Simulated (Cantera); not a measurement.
# Ignition delay

Mixture: CH4 : CO : O2 : N2 = 1 : 0.22 : 2.11 : 7.93 (molar parts), equivalence ratio 1.0, at 3.10 bar, adiabatic and at constant volume. Ignition delay is the time to a rise of 400 K.

Computed with Cantera and GRI-Mech 3.0 (53 species, 325 reactions).

```csv
T0 (K),delay (ms)
1425,1.07
1500,0.480
1575,0.230
1650,0.119
1725,0.0661
```

* **apparent activation energy between 1575 and 1725 K**: 190 kJ/mol
